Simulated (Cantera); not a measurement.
Input: 1 mol NiS, 260 mol H₂, at 0.190 bar.

Method: chemical equilibrium by Gibbs-energy minimisation in Cantera with the NASA 1993 tables (ideal gas, pure condensed phases). Candidate condensed phases: Ni, NiS, NiS₂, Ni₃S₂, Ni₃S₄, S; 9 gas species. Metal and sulfide melt together well below either melting point, which pure phases cannot show. Gases not in the tables: S₃ to S₇. Rates play no part.

**Question.** Which condensed phases are stable at each of these points (T (K)): 773, 873, 973, 1073, 1173, 1273, 1373, 1473, 1573, 1673, 1773, 1873, 1973?

**Answer.** 
| T (K) | condensed phases | Ni condensed (%) |
|---|---|---|
| 773 | Ni₃S₂(s) | 100.0 |
| 873 | Ni(s) + Ni₃S₂(s) | 100.0 |
| 973 | Ni(s) + Ni₃S₂(s) | 100.0 |
| 1073 | Ni(s) | 100.0 |
| 1173 | Ni(s) | 100.0 |
| 1273 | Ni(s) | 100.0 |
| 1373 | Ni(s) | 100.0 |
| 1473 | Ni(s) | 100.0 |
| 1573 | Ni(s) | 100.0 |
| 1673 | Ni(s) | 99.7 |
| 1773 | Ni(l) | 98.7 |
| 1873 | Ni(l) | 94.5 |
| 1973 | Ni(l) | 80.1 |

At 773 K the condensed part is Ni₃S₂(s). From 873 K to 973 K the condensed part is Ni(s) + Ni₃S₂(s). From 1073 K to 1673 K the condensed part is Ni(s). From 1773 K to 1973 K the condensed part is Ni(l).
